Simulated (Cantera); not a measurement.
What does this Cantera script print?

```python
import numpy as np
import cantera as ct

gas = ct.Solution("gri30.yaml")
gas.TPX = 2100, 840000, {'CH4': 1, 'H2O': 0.37, 'H2': 0.1}
reactor = ct.IdealGasConstPressureReactor(gas, energy="off", clone=False)
net = ct.ReactorNet([reactor])
net.rtol, net.atol = 1e-08, 1e-18
show = ['CH4', 'H2O', 'H2', 'CH2', 'O2']
times = np.geomspace(6e-05, 100, 15)

steps = ct.SolutionArray(gas, extra=["t"])
rows = []
print(f"{'t/s':>10s}{'T/K':>9s}{'P/Pa':>11s}" + "".join(f"{s:>11s}" for s in show))
for t in times:
    while net.time < t:
        t_next = net.step()
        steps.append(gas.state, t=t_next)
    rows.append([np.interp(t, steps.t, y) for y in (steps.T, steps.P, *steps(*show).X.T)])
    print(f"{t:10.3e}{rows[-1][0]:9.1f}{rows[-1][1]:11.4g}" + "".join(f"{x:11.3e}" for x in rows[-1][2:]))
rate = np.gradient(steps.T, steps.t)
print("integrator steps:", len(steps.t))
if steps.T.max() > steps.T[0] + 200:
    print(f"time of steepest temperature rise: {steps.t[rate.argmax()]:.4e} s")
gas.TPX = 2100, 840000, {'CH4': 1, 'H2O': 0.37, 'H2': 0.1}
gas.equilibrate("TP")
print(f"equilibrium (TP): T = {gas.T:.1f} K  " + "  ".join(f"{s} {gas[s].X[0]:.3e}" for s in show))
```

It prints:

```
       t/s      T/K       P/Pa        CH4        H2O         H2        CH2         O2
 6.000e-05   2100.0    8.4e+05  1.153e-01  1.600e-01  5.509e-01  5.849e-06  1.222e-09
 1.669e-04   2100.0    8.4e+05  5.522e-02  1.403e-01  6.114e-01  3.804e-06  8.387e-10
 4.645e-04   2100.0    8.4e+05  3.083e-02  1.139e-01  6.497e-01  2.630e-06  5.355e-10
 1.292e-03   2100.0    8.4e+05  2.374e-02  7.381e-02  6.849e-01  1.789e-06  2.191e-10
 3.596e-03   2100.0    8.4e+05  1.881e-02  2.973e-02  7.213e-01  1.064e-06  3.505e-11
 1.001e-02   2100.0    8.4e+05  1.555e-02  4.133e-03  7.426e-01  6.849e-07  6.783e-13
 2.784e-02   2100.0    8.4e+05  1.499e-02  3.418e-05  7.460e-01  6.263e-07  5.422e-17
 7.746e-02   2100.0    8.4e+05  1.498e-02  6.692e-06  7.460e-01  6.259e-07  3.415e-18
 2.155e-01   2100.0    8.4e+05  1.498e-02  6.692e-06  7.460e-01  6.259e-07  3.415e-18
 5.997e-01   2100.0    8.4e+05  1.498e-02  6.692e-06  7.460e-01  6.259e-07  3.415e-18
 1.669e+00   2100.0    8.4e+05  1.498e-02  6.692e-06  7.460e-01  6.259e-07  3.415e-18
 4.642e+00   2100.0    8.4e+05  1.498e-02  6.692e-06  7.460e-01  6.259e-07  3.415e-18
 1.292e+01   2100.0    8.4e+05  1.498e-02  6.692e-06  7.460e-01  6.259e-07  3.415e-18
 3.594e+01   2100.0    8.4e+05  1.498e-02  6.692e-06  7.460e-01  6.259e-07  3.415e-18
 1.000e+02   2100.0    8.4e+05  1.498e-02  6.692e-06  7.460e-01  6.259e-07  3.415e-18
integrator steps: 1643
equilibrium (TP): T = 2100.0 K  CH4 1.498e-02  H2O 6.752e-06  H2 7.460e-01  CH2 6.259e-07  O2 3.472e-18
```

Model: GRI-Mech 3.0 (53 species, 325 reactions), integrated in Cantera. GRI-Mech 3.0 stops at C3 and has no aromatics, soot or wall deposition, so with more carbon than oxygen in the feed, carbon stays in small species such as C2H2 where larger ones or solid carbon would form.
